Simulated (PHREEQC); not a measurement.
Make-up at 20 °C: 0.0085 mol/kgw ZnBr2. Closed to the air; pH follows from the charge balance.

Model: ion-association model, phreeqc.dat, run in PHREEQC.

Question: The ionic strength comes out as 0.0255 mol/kgw. What activity coefficients do Br-, H+, Zn+2, ZnBr+, ZnOH+ get?

Answer: Br- 0.85, H+ 0.88, Zn+2 0.55, ZnBr+ 0.86, ZnOH+ 0.86.

No solid was allowed to form. Species that the database lacks are ignored.
